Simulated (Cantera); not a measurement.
# Carbon deposition, reforming and gasification: n-butane + H2O

Charge: 1 mol n-butane, 0.7 mol H2O, equilibrated at 28.0 mbar.

These are equilibrium values from Cantera (NASA tables, ideal gas, pure condensed phases), not measurements of a reactor. Candidate condensed phases: C, C6H6, C7H8, C8H18, H2O; 110 gas species. Kinetics and transport are ignored.

From 2223 K to 2823 K the condensed part is C(graphite). The main C-bearing gas is CO throughout. The share of C in condensed phases is highest at 2223 K (81.7 %) and lowest at 2823 K (73.2 %).

```csv
T (K),x H2,x H,x CO,x C2H2 (acetylene),x C2H,x C3,n C(graphite)
2223,0.855,0.0354,0.107,0.00248,3.79e-6,1.37e-7,3.27
2273,0.844,0.0461,0.107,0.00318,7.33e-6,3.60e-7,3.26
2323,0.831,0.0593,0.106,0.00402,1.37e-5,9.10e-7,3.25
2373,0.814,0.0753,0.105,0.00501,2.50e-5,2.21e-6,3.23
2423,0.795,0.0945,0.104,0.00615,4.43e-5,5.15e-6,3.22
2473,0.772,0.117,0.103,0.00745,7.65e-5,1.16e-5,3.20
2523,0.746,0.143,0.102,0.00888,0.000129,2.53e-5,3.17
2573,0.716,0.174,0.0999,0.0104,0.000211,5.35e-5,3.15
2623,0.682,0.208,0.0980,0.0121,0.000339,0.000110,3.12
2673,0.644,0.246,0.0959,0.0138,0.000531,0.000219,3.08
2723,0.602,0.287,0.0936,0.0154,0.000813,0.000425,3.04
2773,0.558,0.332,0.0910,0.0170,0.00122,0.000806,2.99
2823,0.511,0.379,0.0884,0.0184,0.00179,0.00149,2.93
```
x: gas mole fraction; n: condensed amount in mol.
